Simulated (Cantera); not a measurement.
A Cantera script and what it prints.

```python
import numpy as np
import cantera as ct

gas_names = """
    CL CL2 H HCL H2 Si SiCL SiCL2 SiCL3 SiCL4 SiH SiHCL3 SiH2 SiH2CL2 SiH3 SiH3CL SiH4 Si2 Si3
""".split()
cond_names = """
    Si(cr) Si(L)
""".split()


# ... load() reads the species with a 1 bar reference pressure and builds the phases ...
atoms = {
    'Si': {'Si': 1},
    'H2': {'H': 2},
    'HCl': {'H': 1, 'CL': 1},
}
top_T = {}  # K; cautious upper limits of use, not melting points


# ... equilibrate(T, P, feed) seeds the gas with the atoms and calls Mixture.equilibrate('TP', solver="vcs", rtol=1e-11, max_steps=5000) ...
results = []
T = 573.15  # K
P = 2800000  # Pa
for m in [0.61, 0.74, 0.89, 1.1, 1.3, 1.6, 1.9, 2.3, 2.8, 3.4, 4.1]:
    feed = {'Si': 1, 'H2': 9.1, 'HCl': m}  # mol
    mix = equilibrate(T, P, feed)
    results.append((T, P, feed, dict(zip(mix.species_names, mix.species_moles))))

top = {s: max(r[3][s] / sum(r[3][g] for g in gas_names) for r in results) for s in gas_names}
cols = sorted((s for s in top if top[s] > 0.0001), key=lambda s: -top[s])[:7]
seen = [c for c in cond_names if any(r[3].get(c, 0) > 1e-12 for r in results)]
print("log10 of partial pressures in bar; condensed amounts in mol")
print(f"{'n(HCl)':>10s}" + "".join(f"{s[:9]:>10s}" for s in cols + seen))
for T, P, feed, n in results:
    ng = sum(n[g] for g in gas_names)
    print(f"{feed['HCl']:10.4g}" + "".join(f"{np.log10(max(n[s] / ng * P / 1e5, 1e-99)):10.3f}" for s in cols)
          + "".join(f"{n.get(c, 0):10.4g}" for c in seen))
```

It prints:

```
log10 of partial pressures in bar; condensed amounts in mol
    n(HCl)        H2     SiCL4    SiHCL3       HCL   SiH2CL2    SiH3CL    Si(cr)
      0.61     1.438    -0.950    -0.394    -3.967    -1.177    -2.682    0.8014
      0.74     1.436    -0.848    -0.319    -3.942    -1.128    -2.660    0.7605
      0.89     1.434    -0.753    -0.248    -3.919    -1.082    -2.639    0.7136
       1.1     1.431    -0.645    -0.169    -3.894    -1.031    -2.616    0.6484
       1.3     1.429    -0.562    -0.108    -3.874    -0.992    -2.599    0.5866
       1.6     1.425    -0.460    -0.033    -3.851    -0.945    -2.579    0.4943
       1.9     1.421    -0.378     0.027    -3.832    -0.907    -2.564    0.4025
       2.3     1.417    -0.289     0.091    -3.812    -0.867    -2.549    0.2807
       2.8     1.411    -0.200     0.155    -3.793    -0.828    -2.535    0.1292
       3.4     1.408     0.021     0.117    -3.537    -1.126    -3.092         0
       4.1     1.406     0.360    -2.450    -0.633    -6.599   -11.471         0
```

Cantera equilibrium calculation (NASA polynomials, part measured and part estimated; ideal gas, pure solids and liquids).
